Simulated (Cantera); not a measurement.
A closed system holds: 1 mol Si, 1.7 mol Cl2, 43 mol H2, equilibrated at 1523.15 K and 16.0 Pa.

Method: chemical equilibrium by Gibbs-energy minimisation in Cantera with the NASA 1993 tables (ideal gas, pure condensed phases). Candidate condensed phases: Si; 19 gas species. The tables' values for SiCl, SiCl3 are old estimates; treat these amounts as uncertain. Equilibrium is a limit: real reactors are often held back by kinetics, nucleation or transport.

Base state: H2 0.933, HCl 0.0548, SiCl2 0.0105, H 0.00177, Si 0.000113, Cl 8.33e-5, SiCl 4.87e-5, SiCl3 1.62e-5 (mole fractions); condensed: Si(s).

### Question
What changes in the equilibrium state with this change: Cl2 from 1.7 to 8.5 mol?

### Answer
| species | before | after |
|---|---|---|
| H2 | 0.933 | 0.688 |
| HCl | 0.0548 | 0.290 |
| SiCl2 | 0.0105 | 0.0192 |
| Si | 0.000113 | 5.42e-6 |
| SiCl3 | 1.62e-5 | 0.000183 |
| Cl | 8.33e-5 | 0.000514 |
| Si(s), mol | 0.521 | 0 |
The tables' values for SiCl3, SiCl are old estimates; treat these amounts as uncertain.
